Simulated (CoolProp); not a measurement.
Vapour-liquid equilibrium of nitrogen (1) + carbon monoxide (2) at 1550 kPa; x and y are mole fractions of (1).

Values from CoolProp's multi-fluid Helmholtz-energy mixture model, Span 2000 and Lemmon 2006; pair parameters Gernert 2013.

| x | bubble temperature (°C) | y at the bubble point | dew temperature at overall composition x (°C) | liquid density (mol/L) |
|---|---|---|---|---|
| 0.05 | -157.1 | 0.061 | -157.0 | 21.55 |
| 0.125 | -157.6 | 0.151 | -157.4 | 21.59 |
| 0.2 | -158.1 | 0.237 | -157.8 | 21.62 |
| 0.275 | -158.5 | 0.320 | -158.3 | 21.65 |
| 0.35 | -159.0 | 0.400 | -158.7 | 21.68 |
| 0.425 | -159.5 | 0.477 | -159.2 | 21.71 |
| 0.5 | -159.9 | 0.551 | -159.6 | 21.73 |
| 0.575 | -160.3 | 0.622 | -160.0 | 21.75 |
| 0.65 | -160.7 | 0.692 | -160.4 | 21.78 |
| 0.725 | -161.0 | 0.760 | -160.9 | 21.80 |
| 0.8 | -161.4 | 0.826 | -161.2 | 21.83 |
| 0.875 | -161.7 | 0.891 | -161.6 | 21.86 |
| 0.95 | -162.0 | 0.957 | -162.0 | 21.89 |

No azeotrope shows between x = 0.05 and 0.95.

Pair parameters are fitted to limited data, so mixtures are less certain than the pure fluids.
